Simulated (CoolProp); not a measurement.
n-octane along the isotherm 354.2 K: Z from the reference equation and from simpler models built on Tc = 568.7 K, pc = 2484 kPa, ω = 0.398; each cubic takes its own stable root.

Computed with CoolProp (reference Helmholtz-energy equation of state, Beckmüller 2019).

```csv
p (kPa),phase,reference
3.93,gas,0.9968
6.63,gas,0.9945
11.2,gas,0.9907
18.9,gas,0.9842
31.9,liquid,0.001899
53.8,liquid,0.003202
90.7,liquid,0.005398
153,liquid,0.009104
258,liquid,0.01535
436,liquid,0.02593
736,liquid,0.04374
1240,liquid,0.07362
```

**Question.** How far does each simpler model (van der Waals, Peng-Robinson) lie from the reference over these 12 states: mean and median of the absolute difference, and the worst?

**Answer.** 
- van der Waals: mean 9709.4 %, median 78.6 %, worst +51953.7 % at 354.2 K and 31.9 kPa
- Peng-Robinson: mean 1.8 %, median 2.5 %, worst +2.5 % at 354.2 K and 31.9 kPa

At some of these states van der Waals gives the other phase, because its saturation line lies elsewhere.
